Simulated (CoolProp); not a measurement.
A simple Rankine cycle with R113: condensing at 303.15 K, boiler at 0.621 MPa, turbine inlet 393.8 K, turbine efficiency 0.8, pump efficiency 0.7, no recuperator. Each further row changes one setting.

Model: reference Helmholtz-energy equation of state, Marx 1992, in CoolProp.

```csv
case,thermal efficiency (%),net work (kJ/kg),heat in (kJ/kg),turbine exit temperature (K),volume ratio over the turbine
as stated,14.0,?,205,342.5,11.4
turbine inlet 413.8 K,13.9,30.7,222,?,?
condensing temperature 295.15 K,?,?,213,?,?
boiler pressure 0.435 MPa,12.2,25.5,208,351.5,7.76
turbine efficiency 0.7,12.2,25.1,205,347.7,11.6
```

**Question.** Some entries are withheld; supply them.

**Answer.** 
- as stated, net work (kJ/kg): 28.8
- turbine inlet 413.8 K, turbine exit temperature (K): 362.4
- turbine inlet 413.8 K, volume ratio over the turbine: 11.2
- condensing temperature 295.15 K, thermal efficiency (%): 15.2
- condensing temperature 295.15 K, net work (kJ/kg): 32.3
- condensing temperature 295.15 K, turbine exit temperature (K): 337.0
- condensing temperature 295.15 K, volume ratio over the turbine: 15.4
